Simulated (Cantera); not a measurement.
Mixture: 9.51 % CH₄, 6.57 % CO, 17.1 % O₂, 64.5 % N₂, 2.28 % H₂O, at 3.45 atm, adiabatic and at constant pressure. Ignition delay is the time to a rise of 400 K.

Model: GRI-Mech 3.0 (53 species, 325 reactions), integrated in Cantera.

**Question.** Predict: delay at 1000 K; delay at 1100 K; delay at 1200 K; delay at 1300 K; delay at 1400 K; delay at 1500 K; apparent activation energy between 1300 and 1500 K.

**Answer.** 
- delay at 1000 K = 0.821 s
- delay at 1100 K = 0.134 s
- delay at 1200 K = 27.6 ms
- delay at 1300 K = 6.74 ms
- delay at 1400 K = 1.89 ms
- delay at 1500 K = 0.595 ms
- apparent activation energy between 1300 and 1500 K = 200 kJ/mol
